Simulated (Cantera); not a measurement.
A closed system holds: 1 mol Si, 0.73 mol HCl, 6.8 mol H2, held at 1698.15 K and 3.00 bar.

These are equilibrium values from Cantera (NASA tables, ideal gas, pure condensed phases), not measurements of a reactor. Candidate condensed phases: Si; 19 gas species. The tables' values for SiCl3 are old estimates; treat these amounts as uncertain. Gases not in the tables: Si2H6 and higher silanes. Rates play no part.

Base state: H2 0.922, HCl 0.0608, SiCl2 0.0144, SiCl3 0.00128, SiHCl3 0.000660, SiH2Cl2 0.000336, SiCl4 0.000226, H 8.03e-5 (mole fractions); condensed: Si(l).

**Question.** What changes in the equilibrium state with this change: temperature from 1698.15 K to 1348 K?

**Answer.** 
```
species       before    after
----------  --------  -------
H2             0.922    0.942
HCl           0.0608   0.0375
SiHCl3      0.000660  0.00743
SiCl2         0.0144  0.00419
SiH2         1.29e-5  1.60e-7
H            8.03e-5  1.30e-6
SiCl4       0.000226  0.00521
SiH2Cl2     0.000336  0.00154
Si(l), mol     0.872        0
Si(s), mol         0    0.848
```
